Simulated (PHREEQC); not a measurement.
Consider water at 25 °C with 0.2 mol/kgw LiBr, 0.025 mol/kgw SrCl2, 0.00011 mol/kgw MgCl2 and 0.079 mol/kgw BaBr2. Closed to the air; pH follows from the charge balance.

The numbers come from PHREEQC with the ion-association model, phreeqc.dat.

**Question.** The ionic strength comes out as 0.512 mol/kgw. What activity coefficients do Li+, Sr+2, Mg+2, Cl-, Br- get?

**Answer.** Li+ 0.71, Sr+2 0.26, Mg+2 0.29, Cl- 0.65, Br- 0.61.

Precipitation was switched off in this run. Complexes and solids missing from the database can't appear.
